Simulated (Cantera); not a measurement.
**Silicon nitride deposition: SiHCl3 + NH3**

A closed system holds: 1 mol SiHCl3, 2.7 mol NH3, at 360 Pa.

Cantera equilibrium calculation (NASA polynomials, part measured and part estimated; ideal gas, pure solids and liquids). Candidate condensed phases: NH4Cl, Si, Si3N4; 28 gas species. The tables' values for SiCl3 are old estimates; treat these amounts as uncertain. Rates play no part.

```tsv
T (°C)	log p H2	log p HCl	log p N2	log p SiCl2	log p SiCl4	log p SiCl3	log p SiHCl3	n Si3N4(s)
727	-2.75	-2.86	-3.39	-7.68	-4.21	-6.64	-6.25	0.295
777	-2.76	-2.86	-3.39	-7.00	-4.26	-6.26	-6.14	0.298
827	-2.76	-2.85	-3.40	-6.38	-4.30	-5.92	-6.04	0.301
877	-2.76	-2.85	-3.40	-5.83	-4.35	-5.61	-5.96	0.302
927	-2.76	-2.85	-3.40	-5.32	-4.40	-5.33	-5.88	0.302
977	-2.76	-2.85	-3.39	-4.87	-4.47	-5.10	-5.83	0.298
1027	-2.76	-2.86	-3.38	-4.48	-4.57	-4.91	-5.81	0.287
1077	-2.76	-2.88	-3.36	-4.15	-4.73	-4.79	-5.85	0.265
1127	-2.75	-2.92	-3.33	-3.89	-4.95	-4.74	-5.94	0.231
1177	-2.74	-2.97	-3.30	-3.69	-5.26	-4.76	-6.09	0.187
```
log p: log10 of the partial pressure in bar; n: condensed amount in mol.

From 727 °C to 1177 °C the condensed part is Si3N4(s). The main Si-bearing gas is SiCl4 at 727 °C and SiCl2 at 1177 °C. The share of Si in condensed phases is highest at 877 °C (90.7 %) and lowest at 1177 °C (56.1 %).
